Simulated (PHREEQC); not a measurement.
A solution holds 3.5 mol/kgw HCl and 0.21 mol/kgw MgSO4, at 25 °C. Closed to the air; pH follows from the charge balance.

All values are PHREEQC results (Pitzer model, pitzer.dat), not measurements.

### Question
The ionic strength comes out as 4.02 mol/kgw. What activity coefficients do Cl-, SO4-2, Mg+2, H+, HSO4- get?

### Answer
Cl- 0.58, SO4-2 0.0023, Mg+2 5.6, H+ 4.5, HSO4- 0.98. Single-ion values are on the MacInnes scale.

No solid was allowed to form. Complexes and solids missing from the database can't appear. In brines, pH and single-ion activities rest on the MacInnes convention.
